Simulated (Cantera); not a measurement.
Gas mixture: H2 : C2H6 = 0.17 : 0.6 (molar parts), at 500000 Pa, frozen composition.

Cantera's kinetic-theory transport with the Lennard-Jones parameters of GRI-Mech 3.0, ideal gas; thermal conductivity in the mixture-averaged form. The composition is frozen, though it would react at the higher temperatures.

D: mixture-averaged diffusion coefficient of that species in the mixture.

| T (K) | ρ (kg/m³) | cp (J/kg/K) | μ (µPa s) | λ (mW/m/K) | Pr | D (cm²/s) N2 | D (cm²/s) H2 | D (cm²/s) CH3 |
|---|---|---|---|---|---|---|---|---|
| 400 | 3.59 | 2397 | 12.6 | ? | 0.496 | 0.0616 | 0.191 | 0.0661 |
| 500 | 2.87 | 2808 | 15.3 | ? | 0.533 | 0.0915 | 0.280 | 0.0989 |
| 600 | 2.39 | 3187 | 17.8 | ? | 0.560 | 0.126 | 0.382 | 0.137 |
| 700 | 2.05 | 3518 | 20.1 | ? | 0.579 | 0.164 | 0.495 | 0.179 |
| 800 | 1.79 | 3798 | 22.3 | ? | 0.591 | 0.206 | 0.619 | 0.225 |
| 900 | 1.60 | 4042 | 24.3 | ? | 0.600 | 0.252 | 0.754 | 0.275 |
| 1000 | 1.44 | 4283 | 26.2 | ? | 0.610 | 0.301 | 0.899 | 0.330 |
| 1100 | 1.31 | 4479 | 28.0 | ? | 0.616 | 0.353 | 1.05 | 0.388 |
| 1200 | 1.20 | 4652 | 29.8 | ? | 0.620 | 0.408 | 1.22 | 0.449 |

**Question.** Some entries are withheld; supply them.

**Answer.** 
- 400, λ (mW/m/K): 61.0
- 500, λ (mW/m/K): 80.9
- 600, λ (mW/m/K): 101
- 700, λ (mW/m/K): 122
- 800, λ (mW/m/K): 143
- 900, λ (mW/m/K): 164
- 1000, λ (mW/m/K): 184
- 1100, λ (mW/m/K): 204
- 1200, λ (mW/m/K): 223
